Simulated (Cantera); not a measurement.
A Cantera script and its output.

```python
import numpy as np
import cantera as ct

gas = ct.Solution("gri30.yaml")


def delay(T, t_max=10):
    gas.TPX = T, 100000, {'CH3OH': 1, 'O2': 1.7, 'N2': 6.41, 'H2O': 0.87}
    reactor = ct.IdealGasReactor(gas, clone=False)
    net = ct.ReactorNet([reactor])
    net.rtol, net.atol = 1e-8, 1e-16
    while net.time < t_max:
        t_old, T_old = net.time, reactor.T
        net.step()
        if reactor.T > T + 400:  # ignition: a rise of 400 K
            return t_old + (T + 400 - T_old) / (reactor.T - T_old) * (net.time - t_old)
    return np.nan


taus = []
for T in [1075, 1125, 1175, 1225, 1275, 1325, 1375, 1425]:
    taus.append(delay(T))
    print(f"T0 = {T:6g} K   tau = {taus[-1]:.4e} s")
```

Result:

```
T0 =   1075 K   tau = 8.0792e-02 s
T0 =   1125 K   tau = 2.9719e-02 s
T0 =   1175 K   tau = 1.1935e-02 s
T0 =   1225 K   tau = 5.1873e-03 s
T0 =   1275 K   tau = 2.4228e-03 s
T0 =   1325 K   tau = 1.2086e-03 s
T0 =   1375 K   tau = 6.4039e-04 s
T0 =   1425 K   tau = 3.5855e-04 s
```

Detailed kinetics in Cantera: GRI-Mech 3.0 (53 species, 325 reactions). GRI-Mech 3.0 was tuned for natural gas; its chemistry of methanol as a main component is partial and can be far from experiment.
